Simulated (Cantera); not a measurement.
## Ignition delay

Mixture: H₂ : O₂ : N₂ = 1 : 0.278 : 1.04 (molar parts), equivalence ratio 1.8, at 11.0 bar, adiabatic and at constant volume. Ignition delay is the time to a rise of 400 K.

Detailed kinetics in Cantera: GRI-Mech 3.0 (53 species, 325 reactions). The hydrogen kinetics of GRI-Mech 3.0 are dated; newer H2 mechanisms differ, most at raised pressure.

```tsv
T0 (K)	delay (ms)
1250	0.0162
1325	0.00414
1400	0.00226
1475	0.00152
1550	0.00112
```

The apparent activation energy between 1400 and 1550 K is 84 kJ/mol.
